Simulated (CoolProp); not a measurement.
A single-stage vapour-compression cycle with R13: evaporating at 216.15 K (dew point), condensing at 261.15 K (bubble point), superheat 8 K, subcooling 0 K, compressor efficiency 0.6, no pressure losses. Each further row changes one setting.

Model: reference Helmholtz-energy equation of state, Platzer 1990, in CoolProp. This equation is an older, rougher fit; its heat capacities, sound speeds and derivatives of the liquid may be far off and weren't checked against measurements.

```tsv
case	cooling COP	pressure ratio	discharge temperature (K)	refrigerating effect (kJ/kg)	volumetric capacity (kJ/m³)
as stated	2.14	4.52	308.3	95.2	1840
evaporating temperature 221.15 K	2.53	___	___	97.1	2270
condensing temperature 256.15 K	2.51	3.93	___	101	1950
subcooling 5 K	2.27	4.52	308.3	101	1950
superheat 18 K	___	4.52	319.9	101	___
compressor efficiency 0.5	___	4.52	___	95.2	1840
```

Question: Complete the blanks.

Answer: 
- evaporating temperature 221.15 K, pressure ratio: 3.70
- evaporating temperature 221.15 K, discharge temperature (K): 302.7
- condensing temperature 256.15 K, discharge temperature (K): 300.1
- superheat 18 K, cooling COP: 2.15
- superheat 18 K, volumetric capacity (kJ/m³): 1850
- compressor efficiency 0.5, cooling COP: 1.78
- compressor efficiency 0.5, discharge temperature (K): 320.2
